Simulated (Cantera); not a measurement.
What does this Cantera script print?

```python
import numpy as np
import cantera as ct

gas_names = """
    H HO2 H2 H2O H2O2 H2S H2SO4 Mg MgH MgO MgOH MgO2H2 MgS Mg2 O OH O2 O3 S SH SO SO2 SO3 S2 S2O S8
""".split()
cond_names = """
    H2O(s) H2O(L) H2SO4(L) Mg(cr) Mg(L) MgO(s) MgO(L) MgO2H2(s) MgS(s) MgSO4(s) MgSO4(L) S(cr1) S(cr2)
    S(L)
""".split()


# ... load() reads the species with a 1 bar reference pressure and builds the phases ...
atoms = {
    'MgSO4': {'Mg': 1, 'S': 1, 'O': 4},
    'H2': {'H': 2},
}
top_T = {'MgS(s)': 2250}  # K; cautious upper limits of use, not melting points


# ... equilibrate(T, P, feed) seeds the gas with the atoms and calls Mixture.equilibrate('TP', solver="vcs", rtol=1e-11, max_steps=5000) ...
results = []
T = 675  # K
P = 42  # Pa
for m in [0.23, 0.31, 0.43, 0.58, 0.8, 1.1, 1.5, 2, 2.8, 3.8, 5.2, 7.1, 9.8]:
    feed = {'MgSO4': 1, 'H2': m}  # mol
    mix = equilibrate(T, P, feed)
    results.append((T, P, feed, dict(zip(mix.species_names, mix.species_moles))))
    x = sorted(zip(gas.X, gas.species_names), reverse=True)
    print(f"T = {T:g} K  P = {P:g} Pa  n(H2) = {m:g} mol  gas = {mix.phase_moles(0):.4g} mol")
    print("   x: " + "  ".join(f"{s} {v:.3e}" for v, s in x if v > 1e-06))
    print("   condensed (mol): " + ("  ".join(f"{mix.phase(i).name} {mix.phase_moles(i):.4g}"
          for i in range(1, mix.n_phases) if mix.phase_moles(i) > 1e-12) or "none"))
```

It prints:

```
T = 675 K  P = 42 Pa  n(H2) = 0.23 mol  gas = 0.46 mol
   x: H2O 5.000e-01  SO2 5.000e-01  H2 7.246e-06  H2S 1.664e-06
   condensed (mol): MgO(s) 0.23  MgSO4(s) 0.77
T = 675 K  P = 42 Pa  n(H2) = 0.31 mol  gas = 0.62 mol
   x: H2O 5.000e-01  SO2 5.000e-01  H2 7.246e-06  H2S 1.664e-06
   condensed (mol): MgO(s) 0.31  MgSO4(s) 0.69
T = 675 K  P = 42 Pa  n(H2) = 0.43 mol  gas = 0.86 mol
   x: H2O 5.000e-01  SO2 5.000e-01  H2 7.246e-06  H2S 1.664e-06
   condensed (mol): MgO(s) 0.43  MgSO4(s) 0.57
T = 675 K  P = 42 Pa  n(H2) = 0.58 mol  gas = 1.16 mol
   x: H2O 5.000e-01  SO2 5.000e-01  H2 7.246e-06  H2S 1.664e-06
   condensed (mol): MgO(s) 0.58  MgSO4(s) 0.42
T = 675 K  P = 42 Pa  n(H2) = 0.8 mol  gas = 1.6 mol
   x: H2O 5.000e-01  SO2 5.000e-01  H2 7.246e-06  H2S 1.664e-06
   condensed (mol): MgO(s) 0.8  MgSO4(s) 0.2
T = 675 K  P = 42 Pa  n(H2) = 1.1 mol  gas = 2.072 mol
   x: H2O 5.258e-01  SO2 4.608e-01  S2 8.260e-03  H2S 4.839e-03  S2O 1.955e-04  H2 1.099e-04
   condensed (mol): MgO(s) 1
T = 675 K  P = 42 Pa  n(H2) = 1.5 mol  gas = 2.363 mol
   x: H2O 6.140e-01  SO2 3.276e-01  S2 3.700e-02  H2S 2.063e-02  S2O 5.075e-04  H2 2.214e-04
   condensed (mol): MgO(s) 1
T = 675 K  P = 42 Pa  n(H2) = 2 mol  gas = 2.721 mol
   x: H2O 6.925e-01  SO2 2.047e-01  S2 5.973e-02  H2S 4.216e-02  S2O 5.746e-04  H2 3.561e-04
   condensed (mol): MgO(s) 1
T = 675 K  P = 42 Pa  n(H2) = 2.8 mol  gas = 3.278 mol
   x: H2O 7.656e-01  H2S 8.784e-02  SO2 7.457e-02  S2 7.092e-02  H2 6.809e-04  S2O 3.944e-04
   condensed (mol): MgO(s) 1
T = 675 K  P = 42 Pa  n(H2) = 3.8 mol  gas = 3.901 mol
   x: H2O 7.641e-01  H2S 2.073e-01  S2 2.324e-02  H2 2.807e-03  SO2 2.501e-03  S2O 3.129e-05
   condensed (mol): MgO(s) 1
T = 675 K  P = 42 Pa  n(H2) = 5.2 mol  gas = 5.2 mol
   x: H2O 5.769e-01  H2 2.308e-01  H2S 1.923e-01  S2 2.959e-06
   condensed (mol): MgO(s) 1
T = 675 K  P = 42 Pa  n(H2) = 7.1 mol  gas = 7.1 mol
   x: H2 4.366e-01  H2O 4.225e-01  H2S 1.408e-01
   condensed (mol): MgO(s) 1
T = 675 K  P = 42 Pa  n(H2) = 9.8 mol  gas = 9.8 mol
   x: H2 5.918e-01  H2O 3.061e-01  H2S 1.020e-01
   condensed (mol): MgO(s) 1
```

These are equilibrium values from Cantera (NASA tables, ideal gas, pure condensed phases), not measurements of a reactor. Gases not in the tables: S3 to S7.
